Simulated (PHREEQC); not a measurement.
3.4 g of hydrous ferric oxide (600 m²/g; 0.2 weak and 0.005 strong sites per Fe, Dzombak-Morel constants, diffuse double layer) in 1 kg of water with 0.05 mol/kgw of an inert sodium salt, at 25 °C; the pH is set by adding NaOH or the inert anion's acid. O2 is buffered at 0.21 atm. The system is closed to CO2. No solid was allowed to form.

Model: ion-association model, wateq4f.dat, run in PHREEQC.

| pH | surface charge σ (C/m²) | surface potential ψ (mV) |
|---|---|---|
| 3 | 0.358 | 168 |
| 3.38 | 0.343 | … |
| 3.75 | 0.319 | 162 |
| 4.12 | 0.284 | 157 |
| 4.5 | 0.241 | 148 |
| 4.88 | 0.196 | 138 |
| 5.25 | 0.156 | … |
| 5.62 | 0.120 | … |
| 6 | 0.089 | … |
| 6.38 | 0.065 | 84 |
| 6.75 | 0.045 | 67 |
| 7.12 | 0.030 | 50 |
| 7.5 | 0.017 | 31 |
| 7.88 | 0.006 | … |
| 8.25 | … | … |
| 8.62 | -0.014 | … |
| 9 | -0.026 | -45 |

Problem. Some entries are withheld; supply them.

Solution. 
- 3.38, surface potential ψ (mV): 166
- 5.25, surface potential ψ (mV): 127
- 5.62, surface potential ψ (mV): 114
- 6, surface potential ψ (mV): 99
- 7.88, surface potential ψ (mV): 12
- 8.25, surface charge σ (C/m²): -0.004
- 8.25, surface potential ψ (mV): -7
- 8.62, surface potential ψ (mV): -26

The oxide is taken as insoluble; below pH 4 it would dissolve.
